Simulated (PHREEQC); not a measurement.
Consider water at 78 °C with 0.14 mol/kgw CdSO4, 0.0051 mol/kgw H3BO3 and 0.18 mol/kgw H2SO4. Closed to the air; pH follows from the charge balance.

Equilibrium calculation in PHREEQC: ion-association model, phreeqc.dat.

Precipitation was switched off in this run.

Order these S species by the share of S that they hold, largest first: Cd(SO4)2-2, CdSO4, HSO4-, SO4-2.

HSO4- (75 %), CdSO4 (12 %), SO4-2 (8.3 %), Cd(SO4)2-2 (4.6 %)

Order these Cd species by the share of Cd that they hold, largest first: Cd(SO4)2-2, CdSO4, Cd+2.

Cd+2 (67 %), CdSO4 (28 %), Cd(SO4)2-2 (5.2 %)

The pH is 1.04 and the ionic strength 0.434 mol/kgw. Species that the database lacks are ignored. Constants without temperature data keep their 25 °C values here.
